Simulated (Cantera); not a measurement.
A closed system holds: 1 mol SrCl₂, 1.1 mol HCl, 160 mol H₂, equilibrated at 80.0 mbar.

Equilibrium computed with Cantera from the NASA thermochemical tables; the gas is ideal and each condensed phase is pure. Candidate condensed phases: Sr, SrCl₂; 8 gas species. Rates play no part.

x: gas mole fraction; n: condensed amount in mol.

```json
[
 {"T (K)": "1048", "x H₂": "0.993", "x HCl": "0.00683", "x SrCl₂": "1.55e-7", "x H": "2.72e-8", "x SrCl": "<1e-12", "x Cl": "[?]", "x Sr": "<1e-12", "n SrCl₂(s)": "1.000", "n SrCl₂(l)": "0"},
 {"T (K)": "1098", "x H₂": "0.993", "x HCl": "0.00683", "x SrCl₂": "8.43e-7", "x H": "8.71e-8", "x SrCl": "<1e-12", "x Cl": "[?]", "x Sr": "<1e-12", "n SrCl₂(s)": "1.000", "n SrCl₂(l)": "0"},
 {"T (K)": "1148", "x H₂": "0.993", "x HCl": "0.00683", "x SrCl₂": "3.89e-6", "x H": "2.52e-7", "x SrCl": "2.81e-12", "x Cl": "[?]", "x Sr": "<1e-12", "n SrCl₂(s)": "0", "n SrCl₂(l)": "0.999"},
 {"T (K)": "1198", "x H₂": "0.993", "x HCl": "0.00683", "x SrCl₂": "1.46e-5", "x H": "6.70e-7", "x SrCl": "3.18e-11", "x Cl": "[?]", "x Sr": "<1e-12", "n SrCl₂(s)": "0", "n SrCl₂(l)": "0.998"},
 {"T (K)": "1248", "x H₂": "0.993", "x HCl": "0.00683", "x SrCl₂": "4.87e-5", "x H": "1.65e-6", "x SrCl": "2.94e-10", "x Cl": "[?]", "x Sr": "<1e-12", "n SrCl₂(s)": "0", "n SrCl₂(l)": "0.992"},
 {"T (K)": "1298", "x H₂": "0.993", "x HCl": "0.00683", "x SrCl₂": "0.000147", "x H": "3.78e-6", "x SrCl": "2.26e-9", "x Cl": "[?]", "x Sr": "<1e-12", "n SrCl₂(s)": "0", "n SrCl₂(l)": "0.976"},
 {"T (K)": "1348", "x H₂": "0.993", "x HCl": "0.00683", "x SrCl₂": "0.000405", "x H": "8.15e-6", "x SrCl": "1.49e-8", "x Cl": "[?]", "x Sr": "1.07e-11", "n SrCl₂(s)": "0", "n SrCl₂(l)": "0.935"},
 {"T (K)": "1398", "x H₂": "0.992", "x HCl": "0.00682", "x SrCl₂": "0.00103", "x H": "1.67e-5", "x SrCl": "8.47e-8", "x Cl": "[?]", "x Sr": "1.13e-10", "n SrCl₂(s)": "0", "n SrCl₂(l)": "0.834"},
 {"T (K)": "1448", "x H₂": "0.991", "x HCl": "0.00681", "x SrCl₂": "0.00244", "x H": "3.24e-5", "x SrCl": "4.25e-7", "x Cl": "[?]", "x Sr": "1.02e-9", "n SrCl₂(s)": "0", "n SrCl₂(l)": "0.606"},
 {"T (K)": "1498", "x H₂": "0.988", "x HCl": "0.00679", "x SrCl₂": "0.00542", "x H": "6.04e-5", "x SrCl": "1.90e-6", "x Cl": "[?]", "x Sr": "7.81e-9", "n SrCl₂(s)": "0", "n SrCl₂(l)": "0.122"},
 {"T (K)": "1548", "x H₂": "0.987", "x HCl": "0.00679", "x SrCl₂": "0.00616", "x H": "0.000108", "x SrCl": "4.16e-6", "x Cl": "[?]", "x Sr": "2.83e-8", "n SrCl₂(s)": "0", "n SrCl₂(l)": "0"}
]
```

### Question
Fill in the missing entries.

### Answer

- 1048, x Cl: 1.71e-10
- 1098, x Cl: 5.37e-10
- 1148, x Cl: 1.53e-9
- 1198, x Cl: 4.00e-9
- 1248, x Cl: 9.68e-9
- 1298, x Cl: 2.19e-8
- 1348, x Cl: 4.67e-8
- 1398, x Cl: 9.44e-8
- 1448, x Cl: 1.82e-7
- 1498, x Cl: 3.35e-7
- 1548, x Cl: 5.94e-7
